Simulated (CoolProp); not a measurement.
Tetradecamethylhexasiloxane (MD4M) at several states: Z from the reference equation and from simpler models built on Tc = 653.2 K, pc = 0.8286 MPa, ω = 0.800; each cubic takes its own stable root.

Computed with CoolProp (reference Helmholtz-energy equation of state, Thol 2019).

```json
[
 {"T (K)": "241", "p (MPa)": "0.398", "phase": "liquid", "reference": "0.09672", "Soave-Redlich-Kwong": "0.1196", "Peng-Robinson": "0.1071"},
 {"T (K)": "439.7", "p (MPa)": "0.0759", "phase": "liquid", "reference": "0.01277", "Soave-Redlich-Kwong": "0.01440", "Peng-Robinson": "0.01279"},
 {"T (K)": "250.1", "p (MPa)": "0.157", "phase": "liquid", "reference": "0.03713", "Soave-Redlich-Kwong": "0.04566", "Peng-Robinson": "0.04085"},
 {"T (K)": "565.2", "p (MPa)": "0.165", "phase": "gas", "reference": "0.8390", "Soave-Redlich-Kwong": "0.8642", "Peng-Robinson": "0.8563"}
]
```
